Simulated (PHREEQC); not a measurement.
Consider water at 25 °C with 14 mmol/kgw CsBr, 4.6 mmol/kgw RbOH, 0.26 mmol/kgw LiNO3 and 9.7 mmol/kgw CaBr2. Closed to the air; pH follows from the charge balance.

Computed with PHREEQC (ion-association model, wateq4f.dat).

Each row changes one thing in this solution. This is a speciation only: nothing precipitates in the calculation.

```
case                                          pH  SI of Portlandite (Ca(OH)2)
-----------------------------------------  -----  ---------------------------
as made                                    11.54                        -2.06
CsBr from 0.014 to 0.14 mol/kgw            11.50                        -2.30
CaBr2 from 0.0097 to 0.0146 mol/kgw        11.52                        -1.96
diluted 100-fold with water                 9.65                        -7.56
CsBr replaced by HBr at the same molality   2.09                       -20.94
CsBr left out                              11.55                        -2.01
0.00037 mol/kgw KCl added                  11.54                        -2.06
RbOH from 0.0046 to 0.0092 mol/kgw         11.84                        -1.48
```
